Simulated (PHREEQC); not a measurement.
A solution holds 0.18 mol ZnSO4, 0.00037 mol HBF4 and 0.1 mol NaNO3 per kg of water, at 45 °C and 10 atm. Closed to the air; pH follows from the charge balance.

Computed with PHREEQC (ion-association model, phreeqc.dat).

Precipitation was switched off in this run.

Problem. Order these Zn species by the share of Zn that they hold, largest first: ZnF+, Zn+2, Zn(SO4)2-2, ZnSO4.

Solution. Zn+2 (53 %), ZnSO4 (34 %), Zn(SO4)2-2 (13 %), ZnF+ (0.15 %)

The pH is 3.54 and the ionic strength 0.465 mol/kgw. Species that the database lacks are ignored. Constants without temperature data keep their 25 °C values here. Real BF4- forms and hydrolyses slowly; the run takes it at equilibrium.
